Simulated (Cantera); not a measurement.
An isothermal, constant-pressure homogeneous reactor starts with C₃H₈ : H₂ = 1 : 1.1 (molar parts), at 1975 K and 0.0263 atm. Integrator tolerance rtol = 1e-08.

Computed with Cantera and GRI-Mech 3.0 (53 species, 325 reactions). GRI-Mech 3.0 was tuned for natural gas; its chemistry of propane as a main component is partial and can be far from experiment. GRI-Mech 3.0 stops at C3 and has no aromatics, soot or wall deposition, so with more carbon than oxygen in the feed, carbon stays in small species such as C2H2 where larger ones or solid carbon would form. Radical loss at walls, strong at low pressure, is not modelled.

Q: What does this change do: temperature 1975 to 1550 K?

A: 
| quantity | before | after |
|---|---|---|
| x(C₃H₈) at 1.00 s | <1e-12 (gas-phase equilibrium <1e-12) | 7.62e-9 (gas-phase equilibrium 6.89e-12) |
| x(H₂) at 1.00 s | 0.700 (gas-phase equilibrium 0.700) | 0.598 (gas-phase equilibrium 0.702) |
| x(C₂H₄) at 1.00 s | 4.22e-5 (gas-phase equilibrium 4.22e-5) | 0.00143 (gas-phase equilibrium 0.000951) |
| x(CH₂) at 1.00 s | 4.16e-7 (gas-phase equilibrium 3.84e-7) | 4.68e-8 (gas-phase equilibrium 4.09e-9) |
| x(C₂H₂) at 1.00 s | 0.293 (gas-phase equilibrium 0.293) | 0.265 (gas-phase equilibrium 0.293) |
| x(H) at 1.00 s | 0.00706 (gas-phase equilibrium 0.00706) | 9.01e-5 (gas-phase equilibrium 0.000163) |
| x(CH₄) at 1.00 s | 0.000162 (gas-phase equilibrium 0.000150) | 0.135 (gas-phase equilibrium 0.00426) |
